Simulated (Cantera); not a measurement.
# Carbon deposition, reforming and gasification: acetone + CO₂ + H₂

Feed: 1 mol acetone, 0.086 mol CO₂, 0.64 mol H₂, at 31.0 Pa.

These are equilibrium values from Cantera (NASA tables, ideal gas, pure condensed phases), not measurements of a reactor. Candidate condensed phases: C, C₆H₆, C₇H₈, C₈H₁₈, H₂O; 110 gas species. The feed counts by its element totals alone. Rates play no part.

| T (K) | log p H₂ | log p H₂O | log p CO | log p CH₄ | log p CO₂ | n C(graphite) |
|---|---|---|---|---|---|---|
| 500 | -3.82 | -4.04 | -6.86 | -4.25 | -4.94 | 2.39 |
| 600 | -3.62 | -4.49 | -5.17 | -5.27 | -4.59 | 2.60 |
| 700 | -3.62 | -5.27 | -4.28 | -6.31 | -4.96 | 2.15 |
| 800 | -3.63 | -6.39 | -4.13 | -7.13 | -6.26 | 1.93 |
| 900 | -3.63 | -7.37 | -4.12 | -7.77 | -7.50 | 1.91 |
| 1000 | -3.63 | -8.16 | -4.12 | -8.28 | -8.49 | 1.91 |
| 1100 | -3.63 | -8.80 | -4.12 | -8.70 | -9.30 | 1.91 |
| 1200 | -3.63 | -9.34 | -4.12 | -9.06 | -9.97 | 1.91 |
| 1300 | -3.63 | -9.79 | -4.12 | -9.36 | -10.53 | 1.91 |
| 1400 | -3.63 | -10.18 | -4.12 | -9.62 | -11.01 | 1.91 |
| 1500 | -3.63 | -10.52 | -4.12 | -9.85 | -11.42 | 1.91 |
log p: log10 of the partial pressure in bar; n: condensed amount in mol.

From 500 K to 1500 K the condensed part is C(graphite). The main C-bearing gas is CH₄ at 500 K and CO at 1500 K.
